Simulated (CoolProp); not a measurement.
Vapour-liquid equilibrium of carbon dioxide (1) + CHF3 (R23) (2) at 11.4 bar; x and y are mole fractions of (1).

Values from CoolProp's multi-fluid Helmholtz-energy mixture model, Span 1996 and Penoncello 2003; pair parameters Bell 2016.

| x | bubble temperature, mixture model (K) | bubble temperature, Raoult's law (K) | y, mixture model | y, Raoult's law |
|---|---|---|---|---|
| 0.05 | 246.0 | 246.2 | 0.070 | 0.069 |
| 0.125 | 244.8 | 245.3 | 0.170 | 0.168 |
| 0.2 | 243.6 | 244.4 | 0.263 | 0.262 |
| 0.275 | 242.6 | 243.6 | 0.350 | 0.350 |
| 0.35 | 241.6 | 242.8 | 0.430 | 0.433 |
| 0.425 | 240.7 | 242.0 | 0.505 | 0.512 |
| 0.5 | 239.9 | 241.2 | 0.575 | 0.586 |
| 0.575 | 239.2 | 240.5 | 0.642 | 0.657 |
| 0.65 | 238.6 | 239.7 | 0.706 | 0.725 |
| 0.725 | 238.0 | 239.0 | 0.768 | 0.789 |
| 0.8 | 237.5 | 238.4 | 0.829 | 0.850 |
| 0.875 | 237.1 | 237.7 | 0.891 | 0.909 |
| 0.95 | 236.8 | 237.1 | 0.955 | 0.964 |

The largest gap from Raoult's law is -1.3 K in bubble temperature, at x = 0.5. No azeotrope shows between x = 0.05 and 0.95.

The pair parameters rest on a limited set of measurements; away from them the model extrapolates.
